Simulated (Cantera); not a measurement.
Cantera run:

```python
import numpy as np
import cantera as ct

gas_names = """
    CL CLO CL2 Mg MgCL MgCL2 MgO Mg2 O O2 O3 Ti TiCL TiCL2 TiCL3 TiCL4 TiO TiOCL TiOCL2 TiO2
""".split()
cond_names = """
    Mg(cr) Mg(L) MgCL2(s) MgCL2(L) MgO(s) MgO(L) MgTiO3(s) MgTiO3(L) MgTi2O5(s) MgTi2O5(L) Mg2TiO4(s)
    Mg2TiO4(L) Ti(a) Ti(b) Ti(L) TiCL2(s) TiCL3(s) TiCL4(L) TiO(a) TiO(b) TiO(L) TiO2(ru) TiO2(L)
    Ti2O3(a) Ti2O3(b) Ti2O3(L) Ti3O5(a) Ti3O5(b) Ti3O5(L) Ti4O7(s) Ti4O7(L)
""".split()


def load(file, names, dense=False):
    # The tables refer to 1 bar. Condensed volumes are neglected.
    table = {s.name: s for s in ct.Species.list_from_file(file)}
    out = []
    for n in names:
        d = dict(table[n].input_data)
        d["thermo"] = dict(d["thermo"], **{"reference-pressure": 1e5})
        if dense:
            d["equation-of-state"] = {"model": "constant-volume", "density": "1e6 g/cm^3"}
        out.append(ct.Species.from_dict(d))
    return out


gas = ct.Solution(thermo="ideal-gas", species=load("nasa_gas.yaml", gas_names))
cond = {s.name: ct.Solution(thermo="fixed-stoichiometry", species=[s], name=s.name)
        for s in load("nasa_condensed.yaml", cond_names, dense=True)}
atoms = {
    'TiO2': {'Ti': 1, 'O': 2},
    'MgCl2': {'Mg': 1, 'CL': 2},
    'O2': {'O': 2},
}
top_T = {'TiCL2(s)': 1300, 'TiCL3(s)': 1000}  # K; cautious upper limits of use, not melting points


def equilibrate(T, P, feed):
    n = {}
    for name, mol in feed.items():
        for a, k in atoms[name].items():
            n[a] = n.get(a, 0.0) + k * mol
    gas.TPX = T, P, n
    mass = sum(n.values()) * gas.mean_molecular_weight
    gas.equilibrate("TP")
    valid = [c for c in cond.values() if c.min_temp <= T <= top_T.get(c.name, c.max_temp)]
    mix = ct.Mixture([(gas, mass / gas.mean_molecular_weight)] + [(c, 0.0) for c in valid])
    mix.T, mix.P = T, P
    mix.equilibrate("TP", solver="vcs", rtol=1e-11, max_steps=5000)
    return mix


results = []
feed = {'TiO2': 1, 'MgCl2': 0.26, 'O2': 1.6}  # mol
T = 898.15  # K
P = 190000  # Pa
mix = equilibrate(T, P, feed)
results.append((T, P, feed, dict(zip(mix.species_names, mix.species_moles))))
print(gas.report(threshold=0.0001))
for i in range(1, mix.n_phases):
    print(f"{mix.phase(i).name:16s} {mix.phase_moles(i):12.5e} mol")
```

It prints:

```
       temperature   898.15 K
          pressure   1.9e+05 Pa
           density   0.96287 kg/m^3
  mean mol. weight   37.844 kg/kmol
   phase of matter   gas

                          1 kg             1 kmol
                     ---------------   ---------------
          enthalpy        5.1715e+05        1.9571e+07  J
   internal energy        3.1982e+05        1.2103e+07  J
           entropy            6381.2        2.4149e+05  J/K
    Gibbs function       -5.2141e+06       -1.9732e+08  J
 heat capacity c_p             919.4             34794  J/K
 heat capacity c_v             699.7             26479  J/K

                      mass frac. Y      mole frac. X     chem. pot. / RT
                     ---------------   ---------------   ---------------
               CL2           0.28154           0.15028           -29.942
                O2           0.71844            0.8497           -25.802
     [  +18 minor]        2.1797e-05        2.2266e-05

Mg(cr)            0.00000e+00 mol
MgCL2(s)          0.00000e+00 mol
MgO(s)            0.00000e+00 mol
MgTiO3(s)         0.00000e+00 mol
MgTi2O5(s)        2.60000e-01 mol
Mg2TiO4(s)        0.00000e+00 mol
Ti(a)             0.00000e+00 mol
TiCL2(s)          0.00000e+00 mol
TiCL3(s)          0.00000e+00 mol
TiCL4(L)          0.00000e+00 mol
TiO(a)            0.00000e+00 mol
TiO2(ru)          4.80000e-01 mol
Ti2O3(b)          0.00000e+00 mol
Ti3O5(b)          0.00000e+00 mol
Ti4O7(s)          0.00000e+00 mol
```

Equilibrium computed with Cantera from the NASA thermochemical tables; the gas is ideal and each condensed phase is pure. Condensed phases not in the tables: TiOCl, alloys, solid solutions and most ternary compounds.
